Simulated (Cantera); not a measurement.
**Fe2O3 + CO + H2 (carbothermic reduction)**

A closed system holds: 1 mol Fe2O3, 0.87 mol CO, 0.34 mol H2, held at 2225 K.

These are equilibrium values from Cantera (NASA tables, ideal gas, pure condensed phases), not measurements of a reactor. Candidate condensed phases: C, C6H6, C7H8, C8H18, Fe, Fe(CO)5, FeO, Fe(OH)2, Fe(OH)3, Fe2O3, Fe3O4, H2O; 114 gas species. The tables' stoichiometric FeO is somewhat more stable than real wüstite, so its field is too wide. FeO: taken at fixed stoichiometry. Equilibrium is a limit: real reactors are often held back by kinetics, nucleation or transport.

```json
[
 {"P (Pa)": "10", "log p CO2": "-5.18", "log p Fe": "-4.43", "log p H2O": "-5.65", "log p CO": "-4.94", "log p O2": "-4.77", "log p O": "-4.89", "log p H": "-5.26", "log p FeO": "-5.43", "log p OH": "-5.61", "log p H2": "-6.14", "n FeO(l)": "0"},
 {"P (Pa)": "100", "log p CO2": "-3.61", "log p Fe": "-3.69", "log p H2O": "-3.93", "log p CO": "-3.80", "log p O2": "-3.92", "log p O": "-4.46", "log p H": "-4.61", "log p FeO": "-4.27", "log p OH": "-4.54", "log p H2": "-4.85", "n FeO(l)": "1.44"},
 {"P (Pa)": "1000", "log p CO2": "-2.32", "log p Fe": "-3.88", "log p H2O": "-2.63", "log p CO": "-2.70", "log p O2": "-3.54", "log p O": "-4.27", "log p H": "-4.06", "log p FeO": "-4.27", "log p OH": "-3.79", "log p H2": "-3.74", "n FeO(l)": "1.98"},
 {"P (Pa)": "10000", "log p CO2": "-1.27", "log p Fe": "-4.01", "log p H2O": "-1.59", "log p CO": "-1.77", "log p O2": "-3.28", "log p O": "-4.14", "log p H": "-3.60", "log p FeO": "-4.27", "log p OH": "-3.20", "log p H2": "-2.82", "n FeO(l)": "2.00"},
 {"P (Pa)": "100000", "log p CO2": "-0.25", "log p Fe": "-4.04", "log p H2O": "-0.58", "log p CO": "-0.79", "log p O2": "-3.21", "log p O": "-4.11", "log p H": "-3.11", "log p FeO": "-4.27", "log p OH": "-2.68", "log p H2": "-1.85", "n FeO(l)": "2.00"},
 {"P (Pa)": "1000000", "log p CO2": "0.75", "log p Fe": "-4.05", "log p H2O": "0.42", "log p CO": "0.20", "log p O2": "-3.20", "log p O": "-4.10", "log p H": "-2.61", "log p FeO": "-4.27", "log p OH": "-2.18", "log p H2": "-0.85", "n FeO(l)": "2.00"}
]
```
log p: log10 of the partial pressure in bar; n: condensed amount in mol.

At 10.0 Pa nothing is condensed. From 1.00 mbar to 10.0 bar the condensed part is FeO(l). The main Fe-bearing gas is Fe at 10.0 Pa and Fe(OH)2 at 10.0 bar.
